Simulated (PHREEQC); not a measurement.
A solution holds 0.021 mol/kgw NaHSO4 and 0.039 mol/kgw NaF, at 73 °C. Closed to the air; pH follows from the charge balance.

All values are PHREEQC results (ion-association model, phreeqc.dat), not measurements.

This is a speciation only: nothing precipitates in the calculation.

Predict the pH.

pH 3.45.

In which forms is Na present?

Na+ 95 %, NaSO4- 4.1 %, NaF 0.6 % of the Na.

At this temperature some constants are extrapolated from 25 °C, and those without enthalpy data are left unchanged.
